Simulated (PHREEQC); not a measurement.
A solution holds 0.017 mol Cs2CO3 and 0.0034 mol KOH per kg of water, at 25 °C. Closed to the air; pH follows from the charge balance.

Equilibrium calculation in PHREEQC: ion-association model, wateq4f.dat.

No solid was allowed to form.

Question: Estimate the pH.

Answer: pH 11.51.

Question: In which forms is C present?

Answer: CO3-2 96 %, HCO3- 3.6 % of the C.
